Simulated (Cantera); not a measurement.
Feed: 1 mol Ta(OEt)5, 0.42 mol CH4, equilibrated at 69.0 Pa.

Equilibrium computed with Cantera from the NASA thermochemical tables; the gas is ideal and each condensed phase is pure. Candidate condensed phases: C, C6H6, C7H8, C8H18, H2O, Ta, TaC, Ta2O5; 113 gas species. The feed counts by its element totals alone. TaC: taken at fixed stoichiometry. Condensed phases not in the tables: Ta2C. Kinetics and transport are ignored.

Over these rows the condensed part is C(graphite) + TaC(s). Partial pressures as log10 of bar:

```tsv
T (K)	1000/T (1/K)	log p C2H2 (acetylene)	log p H2	log p CO	log p H
1723	0.5804	-7.35	-3.30	-3.73	-5.39
1873	0.5339	-6.82	-3.31	-3.73	-4.85
2023	0.4943	?	-3.33	-3.74	-4.39
2173	0.4602	-6.04	-3.38	-3.76	-4.01
2323	0.4305	-5.80	-3.48	-3.79	-3.70
2473	0.4044	-5.68	-3.67	-3.84	-3.48
```

Task: Fit log p(C2H2 (acetylene)) = a + b·(1000/T) to the five rows, give the apparent enthalpy, and predict the row at 2023 K.

Result: Means: 1000/T = 0.4819, log p = -6.338. Sxy = -0.209861, Sxx = 0.0215253, so b = -9.75 and a = -6.338 − (-9.75)×0.4819 = -1.64.
Apparent enthalpy: −19.145 × (-9.75) = 187 kJ/mol. With the condensed phases at unit activity, 2 C(graphite) + H2(g) = C2H2 (acetylene)(g) links this pressure to the main gases: over the six rows their terms move log p by -0.37 in all, so the slope isn't that reaction's ΔH° alone. The five rows lie within 0.10 of the line.
Prediction at 2023 K: -1.64 + (-9.75)×0.4943 = -6.46. The computed value is -6.38, 0.08 from the line.
